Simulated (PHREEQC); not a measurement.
# Acid rinse or clean: speciation

A solution holds 7.8 mmol/kgw HBr, 0.28 mmol/kgw AlCl3 and 0.55 mmol/kgw KCl, at 25 °C. Closed to the air; pH follows from the charge balance.

Model: ion-association model, wateq4f.dat, run in PHREEQC.

Precipitation was switched off in this run.

Problem. Predict the pH.

Solution. pH 2.15.
